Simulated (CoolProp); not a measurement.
Vapour pressure (kPa) of oxygen: the reference equation beside estimates from Tc = 154.6 K, pc = 5046 kPa, ω = 0.022. Clausius-Clapeyron is anchored at 122.2 K with a constant enthalpy of vaporisation of 5.427 kJ/mol.

The numbers come from the reference Helmholtz-energy equation of state, Schmidt 1985 in CoolProp.

```csv
T (K),reference,Lee-Kesler,Clausius-Clapeyron,van der Waals,Redlich-Kwong,Soave-Redlich-Kwong
122.2,1159,1160,1159,1829,1139,1170
124.9,1344,1344,1301,2024,(withheld),1358
127.5,1541,1541,1447,2224,1535,1559
130.2,1767,1766,(withheld),2443,1769,1788
132.9,(withheld),(withheld),1781,2676,2026,2041
135.6,2288,2285,(withheld),2922,2308,2318
138.3,2586,2582,2158,3182,2614,(withheld)
141,2912,2908,2362,3455,2946,2949
143.7,3266,3262,2577,3742,3305,3305
146.4,3652,3649,2802,4043,(withheld),3690
149.1,4071,4069,3037,4359,4108,4104
```

What belongs in the gaps?


- 124.9, Redlich-Kwong: 1330
- 130.2, Clausius-Clapeyron: 1609
- 132.9, reference: 2015
- 132.9, Lee-Kesler: 2013
- 135.6, Clausius-Clapeyron: 1964
- 138.3, Soave-Redlich-Kwong: 2620
- 146.4, Redlich-Kwong: 3692

Absolute difference from the reference over all 11 rows, mean and median: Lee-Kesler 0.1 and 0.1 %, Clausius-Clapeyron 13.6 and 14.2 %, van der Waals 29.6 and 27.7 %, Redlich-Kwong 0.9 and 1.0 %, Soave-Redlich-Kwong 1.1 and 1.2 %.
